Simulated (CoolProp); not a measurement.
Sulfur hexafluoride along the isotherm 349.8 K: fugacity coefficient from the reference equation and from simpler models built on Tc = 318.7 K, pc = 37.55 bar, ω = 0.210; each cubic takes its own stable root.

The numbers come from the reference Helmholtz-energy equation of state, Guder 2009 in CoolProp.

```
p (bar)          phase  reference  Soave-Redlich-Kwong  Peng-Robinson
-------  -------------  ---------  -------------------  -------------
26.8               gas     0.8311               0.8296         0.8102
53.6     supercritical     0.6705               0.6717         0.6435
80.5     supercritical     0.5347               0.5447         0.5152
107      supercritical     0.4553               0.4703         0.4398
134      supercritical     0.4071               0.4246         0.3928
161      supercritical     0.3768               0.3958         0.3623
188      supercritical     0.3573               0.3772         0.3419
215      supercritical     0.3448               0.3653         0.3279
241      supercritical     0.3374               0.3584         0.3188
268      supercritical     0.3333               0.3548         0.3127
295      supercritical     0.3320               0.3539         0.3091
322      supercritical     0.3330               0.3553         0.3076
349      supercritical     0.3360               0.3585         0.3077
375      supercritical     0.3404               0.3632         0.3092
```
